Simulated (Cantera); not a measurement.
Mixture: CH4 : O2 : N2 = 1 : 2.33 : 14.2 (molar parts), equivalence ratio 0.86, at 34.0 bar, adiabatic and at constant volume. Ignition delay is the time to a rise of 400 K.

Detailed kinetics in Cantera: GRI-Mech 3.0 (53 species, 325 reactions). The pressure lies above the range GRI-Mech 3.0 was tuned for (to about 10 atm).

Problem. Predict: delay at 1150 K; delay at 1350 K; delay at 1550 K; delay at 1750 K; apparent activation energy between 1650 and 1850 K.

Solution. 
```
Quantity                                                 Value
--------------------------------------------------  ----------
delay at 1150 K                                        3.15 ms
delay at 1350 K                                       0.334 ms
delay at 1550 K                                        55.3 µs
delay at 1750 K                                        11.5 µs
apparent activation energy between 1650 and 1850 K  180 kJ/mol
```
